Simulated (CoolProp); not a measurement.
A single-stage vapour-compression cycle with the fluid: evaporating at 239.15 K (dew point), condensing at 284.15 K (bubble point), superheat 5 K, subcooling 8 K, compressor efficiency 0.6, no pressure losses. The same conditions are run with several fluids, on thermodynamics alone (safety and materials aside).

Model: reference Helmholtz-energy equation of state of each fluid (R21: Platzer 1990; R125: Lemmon 2005; n-perfluorobutane: Gao 2022; carbonyl sulfide: Lemmon 2006; R124: de Vries 1995; R507A: Lemmon 2003), in CoolProp. The equations of Platzer and Polt are older, rougher fits. Blends and air are pseudo-pure fits.

| fluid | cooling COP | pressure ratio | discharge temperature (K) | refrigerating effect (kJ/kg) | volumetric capacity (kJ/m³) |
|---|---|---|---|---|---|
| R21 | 2.86 | 8.14 | 377.1 | 227 | 157 |
| R125 | 2.67 | 4.85 | 310.4 | 115 | 1400 |
| n-perfluorobutane | 2.56 | 7.36 | 284.1 | 71.3 | 192 |
| carbonyl sulfide | 2.76 | 4.39 | 380.8 | 255 | 1600 |
| R124 | 2.83 | 6.67 | 318.2 | 140 | 349 |
| R507A | 2.70 | 4.83 | 316.7 | 143 | 1340 |

The compression ends wet for: n-perfluorobutane.
